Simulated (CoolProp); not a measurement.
Vapour-liquid equilibrium of R134a (1) + R152A (2) at -88.65 °C; x and y are mole fractions of (1).

The numbers come from the multi-fluid Helmholtz-energy mixture model, Tillner-Roth 1994 and Outcalt 1996; pair parameters Lemmon 2004 in CoolProp.

| x | bubble pressure (bar) | y at the bubble point | dew pressure at overall composition x (bar) | liquid density (mol/L) |
|---|---|---|---|---|
| 0.05 | 0.01688 | 0.030 | 0.01667 | 17.13 |
| 0.125 | 0.01635 | 0.085 | 0.01604 | 16.98 |
| 0.2 | 0.01587 | 0.151 | 0.01561 | 16.83 |
| 0.275 | 0.01548 | 0.228 | 0.01532 | 16.68 |
| 0.35 | 0.01520 | 0.315 | 0.01513 | 16.53 |
| 0.425 | 0.01504 | 0.408 | 0.01503 | 16.37 |
| 0.5 | 0.01501 | 0.505 | 0.01500 | 16.22 |
| 0.575 | 0.01509 | 0.600 | 0.01506 | 16.07 |
| 0.65 | 0.01530 | 0.691 | 0.01519 | 15.91 |
| 0.725 | 0.01560 | 0.774 | 0.01541 | 15.76 |
| 0.8 | 0.01599 | 0.849 | 0.01572 | 15.61 |
| 0.875 | 0.01644 | 0.913 | 0.01616 | 15.46 |
| 0.95 | 0.01693 | 0.968 | 0.01675 | 15.31 |

y crosses x between x = 0.425 and 0.5: the model has an azeotrope there.

Pair parameters are fitted to limited data, so mixtures are less certain than the pure fluids.
